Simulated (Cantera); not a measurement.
Cantera run, input and output.

```python
import numpy as np
import cantera as ct

gas = ct.Solution("gri30.yaml")
gas.TPX = 1073, 19000, {'C2H6': 1, 'H2': 3.6}
reactor = ct.IdealGasConstPressureReactor(gas, energy="off", clone=False)
net = ct.ReactorNet([reactor])
net.rtol, net.atol = 1e-08, 1e-18
show = ['C2H6', 'H2', 'C2H', 'H', 'C2H4', 'CH4', 'CH3']
times = np.geomspace(5e-06, 20, 12)

steps = ct.SolutionArray(gas, extra=["t"])
rows = []
print(f"{'t/s':>10s}{'T/K':>9s}{'P/Pa':>11s}" + "".join(f"{s:>11s}" for s in show))
for t in times:
    while net.time < t:
        t_next = net.step()
        steps.append(gas.state, t=t_next)
    rows.append([np.interp(t, steps.t, y) for y in (steps.T, steps.P, *steps(*show).X.T)])
    print(f"{t:10.3e}{rows[-1][0]:9.1f}{rows[-1][1]:11.4g}" + "".join(f"{x:11.3e}" for x in rows[-1][2:]))
rate = np.gradient(steps.T, steps.t)
print("integrator steps:", len(steps.t))
if steps.T.max() > steps.T[0] + 200:
    print(f"time of steepest temperature rise: {steps.t[rate.argmax()]:.4e} s")
gas.TPX = 1073, 19000, {'C2H6': 1, 'H2': 3.6}
gas.equilibrate("TP")
print(f"equilibrium (TP): T = {gas.T:.1f} K  " + "  ".join(f"{s} {gas[s].X[0]:.3e}" for s in show))
```

Output:

```
       t/s      T/K       P/Pa       C2H6         H2        C2H          H       C2H4        CH4        CH3
 5.000e-06   1073.0    1.9e+04  2.174e-01  7.826e-01  2.278e-34  7.364e-10  2.918e-11  2.338e-09  2.622e-08
 1.991e-05   1073.0    1.9e+04  2.174e-01  7.826e-01  4.179e-31  3.288e-09  2.270e-09  3.158e-08  8.216e-08
 7.931e-05   1073.0    1.9e+04  2.174e-01  7.826e-01  5.572e-28  1.166e-08  1.060e-07  2.988e-07  1.543e-07
 3.159e-04   1073.0    1.9e+04  2.174e-01  7.826e-01  5.652e-25  4.166e-08  2.758e-06  1.645e-06  1.665e-07
 1.258e-03   1073.0    1.9e+04  2.173e-01  7.826e-01  5.349e-22  1.597e-07  5.011e-05  7.482e-06  1.976e-07
 5.011e-03   1073.0    1.9e+04  2.164e-01  7.828e-01  4.541e-19  5.872e-07  7.866e-04  5.701e-05  6.312e-07
 1.996e-02   1073.0    1.9e+04  2.070e-01  7.840e-01  1.008e-16  1.161e-06  8.168e-03  8.298e-04  1.930e-06
 7.948e-02   1073.0    1.9e+04  1.689e-01  7.886e-01  2.541e-15  1.187e-06  3.785e-02  4.499e-03  1.812e-06
 3.166e-01   1073.0    1.9e+04  8.427e-02  7.981e-01  2.887e-14  1.150e-06  1.029e-01  1.415e-02  1.307e-06
 1.261e+00   1073.0    1.9e+04  2.334e-02  8.014e-01  1.207e-13  8.793e-07  1.451e-01  2.773e-02  8.090e-07
 5.022e+00   1073.0    1.9e+04  1.657e-02  7.899e-01  2.583e-13  7.311e-07  1.369e-01  5.035e-02  9.955e-07
 2.000e+01   1073.0    1.9e+04  1.344e-02  7.584e-01  2.507e-13  5.637e-07  1.154e-01  1.052e-01  1.496e-06
integrator steps: 807
equilibrium (TP): T = 1073.0 K  C2H6 1.055e-04  H2 5.672e-01  C2H 1.904e-16  H 2.436e-08  C2H4 1.178e-03  CH4 4.314e-01  CH3 3.343e-07
```

Cantera simulation using GRI-Mech 3.0 (53 species, 325 reactions); the numbers are that mechanism's predictions, not measurements. GRI-Mech 3.0 stops at C3 and has no aromatics, soot or wall deposition, so with more carbon than oxygen in the feed, carbon stays in small species such as C2H2 where larger ones or solid carbon would form.
